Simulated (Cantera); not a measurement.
A closed system holds: 1 mol Si3H8, 71 mol H2, at 1327 °C and 150 Pa.

Method: chemical equilibrium by Gibbs-energy minimisation in Cantera with the NASA 1993 tables (ideal gas, pure condensed phases). Candidate condensed phases: Si; 9 gas species. The feed counts by its element totals alone. Equilibrium is a limit: real reactors are often held back by kinetics, nucleation or transport.

Base state: H2 0.999, H 0.00140, Si 6.50e-5 (mole fractions); condensed: Si(s).

### Question
What changes in the equilibrium state with this change: pressure from 150 Pa to 120000 Pa?

### Answer
```tsv
species	before	after
H2	0.999	1.000
H	0.00140	4.96e-5
Si	6.50e-5	8.13e-8
Si(s), mol	2.99	3.00
```
